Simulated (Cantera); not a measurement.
What does this Cantera script print?

```python
import numpy as np
import cantera as ct

gas = ct.Solution("gri30.yaml")


def delay(T, t_max=10):
    gas.TPX = T, 1000000, {'C3H8': 1, 'O2': 2.78, 'N2': 10.4}
    reactor = ct.IdealGasConstPressureReactor(gas, clone=False)
    net = ct.ReactorNet([reactor])
    net.rtol, net.atol = 1e-8, 1e-16
    while net.time < t_max:
        t_old, T_old = net.time, reactor.T
        net.step()
        if reactor.T > T + 400:  # ignition: a rise of 400 K
            return t_old + (T + 400 - T_old) / (reactor.T - T_old) * (net.time - t_old)
    return np.nan


taus = []
for T in [1175, 1250, 1325, 1400, 1475, 1550, 1625, 1700, 1775]:
    taus.append(delay(T))
    print(f"T0 = {T:6g} K   tau = {taus[-1]:.4e} s")
```

It prints:

```
T0 =   1175 K   tau = 2.8428e-03 s
T0 =   1250 K   tau = 7.3009e-04 s
T0 =   1325 K   tau = 2.0950e-04 s
T0 =   1400 K   tau = 6.9916e-05 s
T0 =   1475 K   tau = 2.7465e-05 s
T0 =   1550 K   tau = 1.2595e-05 s
T0 =   1625 K   tau = 6.6211e-06 s
T0 =   1700 K   tau = 3.9061e-06 s
T0 =   1775 K   tau = 2.5330e-06 s
```

Detailed kinetics in Cantera: GRI-Mech 3.0 (53 species, 325 reactions). GRI-Mech 3.0 was tuned for natural gas; its chemistry of propane as a main component is partial and can be far from experiment.
